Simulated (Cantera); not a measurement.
A perfectly stirred reactor is fed with CH4 : H2O : H2 = 1 : 2.1 : 0.42 (molar parts), at 750 Torr; it is held at 1900 K, and followed from long to short residence time.

Detailed kinetics in Cantera: GRI-Mech 3.0 (53 species, 325 reactions).

Task: Predict: x(CH4) at τ = 1.70 s; x(H2O) at τ = 1.70 s; x(H2) at τ = 1.70 s; x(CO2) at τ = 1.70 s; x(C2H) at τ = 1.70 s; x(CH4) at τ = 41.0 ms; x(H2O) at τ = 41.0 ms; x(H2) at τ = 41.0 ms; x(CO2) at τ = 41.0 ms; x(C2H) at τ = 41.0 ms.

Result: 
| Property | Result |
|---|---|
| x(CH4) at τ = 1.70 s | 0.00439 |
| x(H2O) at τ = 1.70 s | 0.198 |
| x(H2) at τ = 1.70 s | 0.620 |
| x(CO2) at τ = 1.70 s | 0.0123 |
| x(C2H) at τ = 1.70 s | 2.48e-8 |
| x(CH4) at τ = 41.0 ms | 0.0281 |
| x(H2O) at τ = 41.0 ms | 0.320 |
| x(H2) at τ = 41.0 ms | 0.512 |
| x(CO2) at τ = 41.0 ms | 0.0123 |
| x(C2H) at τ = 41.0 ms | 5.49e-7 |
